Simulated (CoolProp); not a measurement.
Vapour-liquid equilibrium of methanol (1) + ethanol (2) at 0.016 MPa; x and y are mole fractions of (1).

Computed with CoolProp (multi-fluid Helmholtz-energy mixture model, de Reuck 1993 and Schroeder 2014; pair parameters Bell 2016).

Q: Give the bubble temperature and the first vapour's composition at x = 0.15, 0.45, 0.65. Is there an azeotrope?

A: x = 0.15: 35.1 °C, y = 0.263; x = 0.45: 30.6 °C, y = 0.621; x = 0.65: 28.0 °C, y = 0.792. No azeotrope shows between x = 0.05 and 0.95.

Pair parameters are fitted to limited data, so mixtures are less certain than the pure fluids.
